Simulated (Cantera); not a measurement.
A perfectly stirred reactor is fed with CH₃OH : O₂ : N₂ = 0.0026 : 0.018 : 1 (molar parts), equivalence ratio 0.22, at 10.0 bar; it is held at 1025 K, and followed from long to short residence time.

Cantera simulation using GRI-Mech 3.0 (53 species, 325 reactions); the numbers are that mechanism's predictions, not measurements. GRI-Mech 3.0 was tuned for natural gas; its chemistry of methanol as a main component is partial and can be far from experiment.

x: mole fraction; the columns are a selection and need not sum to one.

```csv
τ (s),x CH₃OH,x O₂,x CH₂O,x C₂H₄,x CH₃,x NO
8.6,2.36e-5,0.0140,7.88e-6,<1e-12,<1e-12,4.08e-12
2.6,(withheld),0.0142,(withheld),<1e-12,<1e-12,1.88e-12
0.78,9.27e-5,0.0145,3.08e-5,<1e-12,1.52e-12,<1e-12
0.24,0.000185,0.0148,6.09e-5,<1e-12,3.18e-12,<1e-12
0.071,0.000390,0.0153,0.000124,<1e-12,8.31e-12,<1e-12
0.021,(withheld),0.0161,(withheld),<1e-12,1.95e-11,<1e-12
0.0064,0.00193,0.0172,0.000302,<1e-12,1.76e-11,<1e-12
0.0019,0.00255,0.0176,3.93e-9,<1e-12,1.16e-10,<1e-12
0.00059,0.00255,0.0176,1.12e-9,<1e-12,8.86e-11,<1e-12
0.00018,0.00255,0.0176,3.08e-10,<1e-12,4.97e-11,<1e-12
```

Task: What belongs in the gaps?

Result: 
- 2.6, x CH₃OH: 4.65e-5
- 2.6, x CH₂O: 1.55e-5
- 0.021, x CH₃OH: 0.000851
- 0.021, x CH₂O: 0.000242
